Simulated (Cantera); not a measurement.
Equilibrium for fluorocarbon and chlorocarbon gases: CH₃F + HCl

Charge: 1 mol CH₃F, 0.027 mol HCl, at 0.000690 bar.

These are equilibrium values from Cantera (NASA tables, ideal gas, pure condensed phases), not measurements of a reactor. Candidate condensed phases: C, C₆H₆, C₇H₈, C₈H₁₈; 135 gas species. Ions and electrons are included (thermal ionisation). Kinetics and transport are ignored.

```
T (K)    x H      x HF      x F       x C      x H₂      x C₃      x C₂  n C(graphite)
-----  -----  --------  -------  --------  --------  --------  --------  -------------
2500   0.412     0.387  0.00180  0.000241     0.185  0.000720   6.64e-5          0.981
3000   0.597     0.192   0.0718    0.0384   0.00986    0.0647    0.0126              0
3500   0.601    0.0164    0.186     0.177  0.000715   0.00296   0.00804              0
4000   0.599   0.00132    0.197     0.197   9.74e-5   1.26e-5  0.000712              0
4500   0.599  0.000178    0.198     0.197   2.07e-5   1.44e-7   9.26e-5              0
5000   0.598   3.56e-5    0.198     0.197   5.97e-6   3.92e-9   1.78e-5              0
```
x: gas mole fraction; n: condensed amount in mol.

At 2500 K the condensed part is C(graphite). From 3000 K to 5000 K nothing is condensed. The main C-bearing gas is C₂H₂ (acetylene) at 2500 K and C at 5000 K.
